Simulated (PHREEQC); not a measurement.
Solution (70 °C): 1.2 mmol/kgw KHCO3, 0.47 mmol/kgw KOH and 46 mmol/kgw NaCl. Closed to the air; pH follows from the charge balance.

Equilibrium calculation in PHREEQC: ion-association model, phreeqc.dat.

| quantity | before | after |
|---|---|---|
| pH | 8.87 | 8.71 |
| HCO3- (mol/kgw) | 0.000863 | 0.00141 |
| NaCO3- (mol/kgw) | 0.000238 | 0.000271 |
| CO3-2 (mol/kgw) | 8.62e-5 | 9.89e-5 |
| NaHCO3 (mol/kgw) | 1.17e-5 | 1.90e-5 |
| CO2 (mol/kgw) | 1.94e-6 | 4.49e-6 |
| SI of Halite (NaCl) | -4.46 | -4.46 |
| SI of Sylvite (KCl) | -5.40 | -5.27 |

Question: Name the change that produced these shifts.
(A) temperature from 70 to 55 °C
(B) KHCO3 from 0.0012 to 0.0018 mol/kgw
(C) temperature from 70 to 65 °C
(D) NaCl from 0.046 to 0.0506 mol/kgw

Answer: B, KHCO3 from 0.0012 to 0.0018 mol/kgw

No solid was allowed to form. At this temperature some constants are extrapolated from 25 °C, and those without enthalpy data are left unchanged.
